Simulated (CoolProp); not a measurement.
Model: reference Helmholtz-energy equation of state, Lemmon 2022, in CoolProp.

For R1234yf, give the phase and the density (kg/m³), speed of sound (m/s), expansivity (1/kK), conductivity (mW/(m K)) at 289.1 K and 28.3 bar; 340.9 K and 28.3 bar; 366.9 K and 28.3 bar.


- 289.1 K and 28.3 bar: liquid; density 1140, speed of sound 513, expansivity 2.88, conductivity 68.0
- 340.9 K and 28.3 bar: liquid; density 919, speed of sound 276, expansivity 6.64, conductivity 52.5
- 366.9 K and 28.3 bar: gas; density 181, speed of sound 110, expansivity 17.3, conductivity 25.0

Thermal conductivity comes from a separate model (Perkins 2011).
